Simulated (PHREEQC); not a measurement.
Dissolve 0.031 mol CuCl2 and 0.087 mol HCl per kg of water at 25 °C. Closed to the air; pH follows from the charge balance.

Model: ion-association model, phreeqc.dat, run in PHREEQC.

Each row changes one thing in this solution. Precipitation was switched off in this run.

```csv
case,pH,ionic strength (mol/kgw),Cu+2 (mol/kgw),CuCl+ (mol/kgw),CuCl2 (mol/kgw),CuCl3- (mol/kgw)
as made,1.16,0.172,0.0272,0.00362,0.000144,7.68e-8
HCl from 0.087 to 0.0087 mol/kgw,2.14,0.0973,0.0288,0.00214,4.55e-5,1.13e-8
temperature from 25 to 55 °C,1.16,0.159,0.0208,0.00971,0.000487,4.00e-7
HCl from 0.087 to 0.435 mol/kgw,[?],0.511,0.0228,0.00744,0.000729,1.42e-6
diluted 2-fold with water,1.44,0.0876,0.0143,0.00117,[?],7.20e-9
temperature from 25 to 80 °C,1.16,0.146,0.0143,0.0158,0.000913,9.97e-7
```

**Question.** Some entries are withheld; supply them.

**Answer.** 
- HCl from 0.087 to 0.435 mol/kgw, pH: 0.48
- diluted 2-fold with water, CuCl2 (mol/kgw): 2.72e-5

Complexes and solids missing from the database can't appear. Constants without temperature data keep their 25 °C values here.
